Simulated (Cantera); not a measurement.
Source: NASA polynomial tables (part measured, part estimated), evaluated in Cantera. Values are per mole of reaction as written; species without (g) are pure solids or liquids, kept so even where they would boil at 1 bar. TiC: taken at fixed stoichiometry.

**Question.** Between 300 and 1323 K, where is each reaction favourable under standard conditions?
- TiO(g) + CO(g) ⇌ TiC + 2 O(g)
- 3 CO(g) + Ti₄O₇ ⇌ 4 TiO(g) + 3 CO₂(g)
- 8 TiO₂ ⇌ O₂(g) + 2 Ti₄O₇

**Answer.** 
- TiO(g) + CO(g) ⇌ TiC + 2 O(g): ΔG° is 396 kJ at 300 K and 463 kJ at 1323 K; it stays positive (K < 1). ΔH° is 393 kJ and ΔS° -53 J/K at 1323 K.
- 3 CO(g) + Ti₄O₇ ⇌ 4 TiO(g) + 3 CO₂(g): ΔG° is 2538 kJ at 300 K and 1804 kJ at 1323 K; it stays positive (K < 1). ΔH° is 2694 kJ and ΔS° 673 J/K at 1323 K.
- 8 TiO₂ ⇌ O₂(g) + 2 Ti₄O₇: ΔG° is 689 kJ at 300 K and 472 kJ at 1323 K; it stays positive (K < 1). ΔH° is 769 kJ and ΔS° 225 J/K at 1323 K.
